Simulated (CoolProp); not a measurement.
Model: reference Helmholtz-energy equation of state, Thol 2017, in CoolProp.

**Question.** Give the vapour pressure (MPa), liquid density (kg/m³), enthalpy of vaporisation (kJ/kg), liquid cp (kJ/(kg K)) of saturated octamethyltrisiloxane (MDM) at 134.25, 194.95 °C.

**Answer.** 
```json
[
 {"T (°C)": "134.25", "p (MPa)": "0.0612", "liquid density (kg/m³)": "697", "enthalpy of vaporisation (kJ/kg)": "161", "liquid cp (kJ/(kg K))": "2.06"},
 {"T (°C)": "194.95", "p (MPa)": "0.272", "liquid density (kg/m³)": "617", "enthalpy of vaporisation (kJ/kg)": "131", "liquid cp (kJ/(kg K))": "2.24"}
]
```
